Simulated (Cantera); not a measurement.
Feed: 1 mol TEOS, 1.1 mol NO, 0.71 mol H2, held at 1000 K and 0.100 bar.

Equilibrium computed with Cantera from the NASA thermochemical tables; the gas is ideal and each condensed phase is pure. The feed counts by its element totals alone. Rates play no part.

| species | before | after |
|---|---|---|
| H2 | 0.740 | 0.745 |
| CO | 0.208 | 0.215 |
| N2 | 0.0388 | 0.0383 |
| H2O | 0.00608 | 0.000558 |
| CH4 | 0.00522 | 0.000467 |
| CO2 | 0.00245 | 0.000231 |
| C(graphite), mol | 4.95 | 4.90 |
| SiO2(β-quartz), mol | 1.00 | 1.00 |
Gas species are given as mole fractions.

Q: What was changed between the two runs?
(A) pressure from 0.100 bar to 0.00880 bar
(B) temperature from 1000 K to 1798 K
(C) H2 from 0.71 to 65 mol
(D) NO from 1.1 to 0.21 mol

A: A, pressure from 0.100 bar to 0.00880 bar
